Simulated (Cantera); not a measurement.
A closed system holds: 1 mol C6H6, 1.4 mol H2O, 35 mol H2, held at 652 °C and 1.00 bar.

These are equilibrium values from Cantera (NASA tables, ideal gas, pure condensed phases), not measurements of a reactor. Candidate condensed phases: C, C6H6, C7H8, C8H18, H2O; 110 gas species. Kinetics and transport are ignored.

Base state: H2 0.811, CH4 0.149, H2O 0.0210, CO 0.0174, CO2 0.000909 (mole fractions); condensed: C(graphite).

Q: What changes in the equilibrium state with this change: temperature from 652 °C to 2000 °C?

A: 
| species | before | after |
|---|---|---|
| H2 | 0.811 | 0.954 |
| CO | 0.0174 | 0.0342 |
| H | <1e-9 | 0.00820 |
| CH4 | 0.149 | 0.000205 |
| H2O | 0.0210 | 1.48e-6 |
| C2H2 (acetylene) | <1e-9 | 0.00360 |
| CO2 | 0.000909 | 9.59e-9 |
| C(graphite), mol | 0.159 | 4.29 |
